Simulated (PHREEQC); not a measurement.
0.039 g of hydrous ferric oxide (600 m²/g; 0.2 weak and 0.005 strong sites per Fe, Dzombak-Morel constants, diffuse double layer) in 1 kg of water with 0.001 mol/kgw of an inert sodium salt and 0.00014 mmol/kgw BaCl2, at 25 °C; the pH is set by adding NaOH or the inert anion's acid. Oxygen alone is held at its pressure in air (log pO2 = -0.68). No CO2 enters from the air. No solid was allowed to form.

The numbers come from PHREEQC with the ion-association model, wateq4f.dat.

```
pH    Ba sorbed (%)  surface charge σ (C/m²)  surface potential ψ (mV)
----  -------------  -----------------------  ------------------------
3               0.0                    0.252                       234
3.5             0.0                        …                       226
4.5             0.0                    0.078                       191
5               0.0                    0.050                       169
5.5             0.0                    0.031                       145
6.5             0.0                    0.011                        92
7               0.3                    0.006                        64
7.5               …                    0.003                         …
8.5            69.6                   -0.002                       -22
9              95.5                   -0.004                       -51
9.5            99.5                   -0.008                       -79
10.5          100.0                   -0.028                      -133
11            100.0                   -0.054                      -155
```

Q: Complete the blanks.

A: 
- 3.5, surface charge σ (C/m²): 0.174
- 7.5, Ba sorbed (%): 2.6
- 7.5, surface potential ψ (mV): 35

The oxide is taken as insoluble; below pH 4 it would dissolve.
